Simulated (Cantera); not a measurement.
What does this Cantera script print?

```python
import numpy as np
import cantera as ct

gas_names = """
    CL CL2 H HCL H2 Si SiCL SiCL2 SiCL3 SiCL4 SiH SiHCL3 SiH2 SiH2CL2 SiH3 SiH3CL SiH4 Si2 Si3
""".split()
cond_names = """
    Si(cr) Si(L)
""".split()


# ... load() reads the species with a 1 bar reference pressure and builds the phases ...
atoms = {
    'SiHCl3': {'Si': 1, 'H': 1, 'CL': 3},
    'H2': {'H': 2},
    'Cl2': {'CL': 2},
    'HCl': {'H': 1, 'CL': 1},
}
top_T = {}  # K; cautious upper limits of use, not melting points


# ... equilibrate(T, P, feed) seeds the gas with the atoms and calls Mixture.equilibrate('TP', solver="vcs", rtol=1e-11, max_steps=5000) ...
results = []
feed = {'SiHCl3': 1, 'H2': 5.8, 'Cl2': 0.016, 'HCl': 0.0011}  # mol
P = 1000  # Pa
for T in [800, 900, 1000, 1100, 1200, 1300, 1400, 1500, 1600, 1700]:
    mix = equilibrate(T, P, feed)
    results.append((T, P, feed, dict(zip(mix.species_names, mix.species_moles))))
    x = sorted(zip(gas.X, gas.species_names), reverse=True)
    print(f"T = {T:g} K  P = {P:g} Pa  gas = {mix.phase_moles(0):.4g} mol")
    print("   x: " + "  ".join(f"{s} {v:.3e}" for v, s in x if v > 0.001))
    print("   condensed (mol): " + ("  ".join(f"{mix.phase(i).name} {mix.phase_moles(i):.4g}"
          for i in range(1, mix.n_phases) if mix.phase_moles(i) > 1e-12) or "none"))
```

Result:

```
T = 800 K  P = 1000 Pa  gas = 7.034 mol
   x: H2 8.844e-01  SiCL4 9.318e-02  SiHCL3 1.776e-02  HCL 4.195e-03
   condensed (mol): Si(cr) 0.2166
T = 900 K  P = 1000 Pa  gas = 7.055 mol
   x: H2 8.777e-01  SiCL4 9.077e-02  SiHCL3 1.663e-02  HCL 1.360e-02
   condensed (mol): Si(cr) 0.233
T = 1000 K  P = 1000 Pa  gas = 7.105 mol
   x: H2 8.621e-01  SiCL4 8.364e-02  HCL 3.397e-02  SiHCL3 1.496e-02  SiCL3 2.803e-03  SiCL2 2.275e-03
   condensed (mol): Si(cr) 0.2614
T = 1100 K  P = 1000 Pa  gas = 7.214 mol
   x: H2 8.329e-01  HCL 6.830e-02  SiCL4 6.752e-02  SiHCL3 1.215e-02  SiCL2 1.140e-02  SiCL3 7.438e-03
   condensed (mol): Si(cr) 0.2875
T = 1200 K  P = 1000 Pa  gas = 7.409 mol
   x: H2 7.908e-01  HCL 1.109e-01  SiCL4 4.051e-02  SiCL2 3.670e-02  SiCL3 1.302e-02  SiHCL3 7.861e-03
   condensed (mol): Si(cr) 0.2717
T = 1300 K  P = 1000 Pa  gas = 7.628 mol
   x: H2 7.524e-01  HCL 1.433e-01  SiCL2 7.279e-02  SiCL4 1.451e-02  SiCL3 1.334e-02  SiHCL3 3.472e-03
   condensed (mol): Si(cr) 0.2049
T = 1400 K  P = 1000 Pa  gas = 7.749 mol
   x: H2 7.349e-01  HCL 1.552e-01  SiCL2 9.669e-02  SiCL3 8.704e-03  SiCL4 3.326e-03  SiHCL3 1.115e-03
   condensed (mol): Si(cr) 0.1485
T = 1500 K  P = 1000 Pa  gas = 7.79 mol
   x: H2 7.304e-01  HCL 1.562e-01  SiCL2 1.073e-01  SiCL3 4.883e-03
   condensed (mol): Si(cr) 0.1177
T = 1600 K  P = 1000 Pa  gas = 7.806 mol
   x: H2 7.297e-01  HCL 1.542e-01  SiCL2 1.124e-01  SiCL3 2.770e-03
   condensed (mol): Si(cr) 0.09804
T = 1700 K  P = 1000 Pa  gas = 7.817 mol
   x: H2 7.289e-01  HCL 1.528e-01  SiCL2 1.148e-01  SiCL3 1.653e-03  H 1.258e-03
   condensed (mol): Si(L) 0.08705
```

Method: chemical equilibrium by Gibbs-energy minimisation in Cantera with the NASA 1993 tables (ideal gas, pure condensed phases). The tables' values for SiCl3, SiCl are old estimates; treat these amounts as uncertain. Gases not in the tables: Si2H6 and higher silanes.
